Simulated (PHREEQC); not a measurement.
Consider water at 20 °C with 0.11 mmol/kgw NH4HF2. Closed to the air; pH follows from the charge balance.

Equilibrium calculation in PHREEQC: ion-association model, phreeqc.dat.

Precipitation was switched off in this run.

Estimate the pH.

pH 4.07.

In which forms is F present?

F- 90 %, HF 10 % of the F.

Complexes and solids missing from the database can't appear.
